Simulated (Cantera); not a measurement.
Input (Python, Cantera):

```python
import numpy as np
import cantera as ct

gas = ct.Solution("gri30.yaml")
gas.TPX = 1625, 1333, {'C2H6': 1, 'H2': 27}
reactor = ct.IdealGasConstPressureReactor(gas, energy="off", clone=False)
net = ct.ReactorNet([reactor])
net.rtol, net.atol = 1e-08, 1e-18
show = ['C2H6', 'H2', 'C2H4', 'CH2', 'CH3', 'C2H', 'C2H2']
times = np.geomspace(7e-06, 200, 13)

steps = ct.SolutionArray(gas, extra=["t"])
rows = []
print(f"{'t/s':>10s}{'T/K':>9s}{'P/Pa':>11s}" + "".join(f"{s:>11s}" for s in show))
for t in times:
    while net.time < t:
        t_next = net.step()
        steps.append(gas.state, t=t_next)
    rows.append([np.interp(t, steps.t, y) for y in (steps.T, steps.P, *steps(*show).X.T)])
    print(f"{t:10.3e}{rows[-1][0]:9.1f}{rows[-1][1]:11.4g}" + "".join(f"{x:11.3e}" for x in rows[-1][2:]))
rate = np.gradient(steps.T, steps.t)
print("integrator steps:", len(steps.t))
if steps.T.max() > steps.T[0] + 200:
    print(f"time of steepest temperature rise: {steps.t[rate.argmax()]:.4e} s")
gas.TPX = 1625, 1333, {'C2H6': 1, 'H2': 27}
gas.equilibrate("TP")
print(f"equilibrium (TP): T = {gas.T:.1f} K  " + "  ".join(f"{s} {gas[s].X[0]:.3e}" for s in show))
```

Output:

```
       t/s      T/K       P/Pa       C2H6         H2       C2H4        CH2        CH3        C2H       C2H2
 7.000e-06   1625.0       1333  3.559e-02  9.642e-01  1.217e-07  3.275e-10  2.188e-04  5.776e-20  1.672e-12
 2.927e-05   1625.0       1333  3.513e-02  9.637e-01  1.823e-05  2.453e-08  7.570e-04  8.663e-16  1.622e-09
 1.224e-04   1625.0       1333  3.134e-02  9.610e-01  1.202e-03  9.898e-07  2.215e-03  1.475e-11  3.860e-06
 5.118e-04   1625.0       1333  8.149e-03  9.447e-01  8.978e-03  8.293e-06  5.596e-03  1.309e-08  9.183e-04
 2.140e-03   1625.0       1333  3.447e-05  9.402e-01  4.506e-03  4.344e-06  2.681e-03  1.021e-07  8.321e-03
 8.948e-03   1625.0       1333  1.610e-05  9.427e-01  7.990e-04  1.490e-06  1.368e-03  8.172e-08  1.283e-02
 3.742e-02   1625.0       1333  7.008e-06  9.446e-01  2.013e-04  4.493e-07  6.775e-04  4.716e-08  1.444e-02
 1.565e-01   1625.0       1333  3.284e-06  9.462e-01  1.104e-04  1.719e-07  3.906e-04  3.148e-08  1.576e-02
 6.542e-01   1625.0       1333  2.250e-06  9.494e-01  8.415e-05  1.406e-07  3.210e-04  3.615e-08  1.854e-02
 2.736e+00   1625.0       1333  8.398e-07  9.564e-01  5.122e-05  9.798e-08  2.010e-04  5.177e-08  2.471e-02
 1.144e+01   1625.0       1333  1.025e-07  9.629e-01  3.759e-05  4.047e-08  7.234e-05  7.013e-08  3.048e-02
 4.783e+01   1625.0       1333  7.606e-09  9.653e-01  3.746e-05  1.127e-08  1.900e-05  7.783e-08  3.258e-02
 2.000e+02   1625.0       1333  1.891e-09  9.657e-01  3.779e-05  4.594e-09  7.663e-06  7.923e-08  3.300e-02
integrator steps: 1309
equilibrium (TP): T = 1625.0 K  C2H6 1.746e-09  H2 9.658e-01  C2H4 3.781e-05  CH2 4.284e-09  CH3 7.143e-06  C2H 7.929e-08  C2H2 3.302e-02
```

Cantera simulation using GRI-Mech 3.0 (53 species, 325 reactions); the numbers are that mechanism's predictions, not measurements. GRI-Mech 3.0 stops at C3 and has no aromatics, soot or wall deposition, so with more carbon than oxygen in the feed, carbon stays in small species such as C2H2 where larger ones or solid carbon would form. Radical loss at walls, strong at low pressure, is not modelled.
